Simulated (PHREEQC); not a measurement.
PHREEQC input (ion-association model, wateq4f.dat):

```
SOLUTION_MASTER_SPECIES
  An  An-  0  An  62.0  # stands for a non-complexing anion
SOLUTION_SPECIES
  An- = An-
    -log_k 0
    -gamma 3.0 0
PHASES
  Fix_H+
    H+ = H+
    -log_k 0
SOLUTION 1
  temp 25
  units mmol/kgw
  pH 7 charge
  S(6) 0.05951
  Na 100.118
  Cl 0.00032
  Cu(2) 0.00016
  Zn 0.00051
  An 100
END
SELECTED_OUTPUT 1
  -reset false
  -pH true
  -pe true
  -ionic_strength true
  -water true
  -totals Cl Cu Na S Zn Cu(1) Cu(2) S(-2) S(6)
  -molalities Hfo_wOH Hfo_wOH2+ Hfo_wO- Hfo_sOH Hfo_sOH2+ Hfo_sO- Hfo_sOZn+ Hfo_wOZn+ Hfo_sOCu+ Hfo_wOCu+
    Hfo_wSO4- Hfo_wOHSO4-2
  -saturation_indices Cu(OH)2 Brochantite Antlerite Atacamite Zn(OH)2-a Zn4(OH)6SO4 Zn5(OH)8Cl2 Halite Mirabilite Chalcanthite
    Goslarite
USER_PUNCH 1
  -headings sigma psi
  10 PUNCH EDL("sigma", "Hfo"), EDL("psi", "Hfo")
PRINT
  -reset false
USE solution 1
SURFACE 1
  Hfo_wOH 4.7191e-05 600 0.021
  Hfo_sOH 1.17978e-06
EQUILIBRIUM_PHASES 1
  Fix_H+ -4 HAn 10
    -force_equality true
  O2(g) -0.68 10
END
# ... the last block is repeated for the other 12 points of pH, with NaOH or the acid as the point needs
```

Selected output (columns that matter, 13 of 13 rows; pH added in front):

```
pH	mu	Cu	Na	S	Zn	si_Cu(OH)2	si_Brochantite	si_Antlerite	si_Atacamite	si_Zn(OH)2-a	si_Zn4(OH)6SO4	si_Zn5(OH)8Cl2	si_Halite	si_Mirabilite
4	0.10028	1.5967e-07	0.10012	4.7543e-05	5.0999e-07	-7.8381	-24.957	-18.709	-16.346	-11.144	-36	-53.189	-9.2998	-5.9405
4.5	0.1002	1.5696e-07	0.10012	4.877e-05	5.0989e-07	-6.8455	-21.974	-16.719	-14.861	-10.144	-32.987	-49.189	-9.2997	-5.9281
5	0.10018	1.3737e-07	0.10012	5.0954e-05	5.0907e-07	-5.9035	-19.187	-14.873	-13.477	-9.1445	-29.971	-45.193	-9.2997	-5.9087
5.5	0.10017	7.2228e-08	0.10012	5.3796e-05	5.0328e-07	-5.1835	-17.283	-13.69	-12.537	-8.1495	-26.967	-41.218	-9.2997	-5.8849
6	0.10017	1.7951e-08	0.10012	5.6545e-05	4.6947e-07	-4.7928	-16.699	-13.496	-12.256	-7.1799	-24.067	-37.37	-9.2997	-5.8633
6.5	0.10016	3.5553e-09	0.10012	5.8428e-05	3.387e-07	-4.5307	-16.636	-13.695	-12.232	-6.3223	-21.622	-34.082	-9.2997	-5.849
7	0.10016	1.0376e-09	0.10012	5.9244e-05	1.3248e-07	-4.2953	-16.688	-13.983	-12.261	-5.7318	-20.254	-32.129	-9.2997	-5.843
7.5	0.10016	7.4839e-10	0.10012	5.9462e-05	2.5702e-08	-4.1341	-17.042	-14.498	-12.438	-5.4511	-20.13	-31.726	-9.2997	-5.8414
8	0.10016	8.482e-10	0.10012	5.9503e-05	3.7193e-09	-4.0295	-17.623	-15.184	-12.729	-5.3241	-20.622	-32.091	-9.2997	-5.8411
8.5	0.10017	1.0375e-09	0.10013	5.9509e-05	7.0209e-10	-3.9354	-18.247	-15.902	-13.041	-5.2265	-21.231	-32.603	-9.2997	-5.841
9	0.10018	1.3279e-09	0.10014	5.951e-05	3.5035e-10	-3.8272	-18.814	-16.577	-13.325	-5.1172	-21.794	-33.056	-9.2996	-5.8409
9.5	0.10021	1.8299e-09	0.10017	5.951e-05	3.9157e-10	-3.6877	-19.256	-17.159	-13.546	-4.9765	-22.231	-33.353	-9.2995	-5.8407
10	0.1003	2.7981e-09	0.10026	5.951e-05	5.9344e-10	-3.5035	-19.519	-17.606	-13.677	-4.7898	-22.485	-33.42	-9.2992	-5.8402
```

Species that the database lacks are ignored. The database's constant for dissolved Cu(OH)2 is higher than later reviews accept.
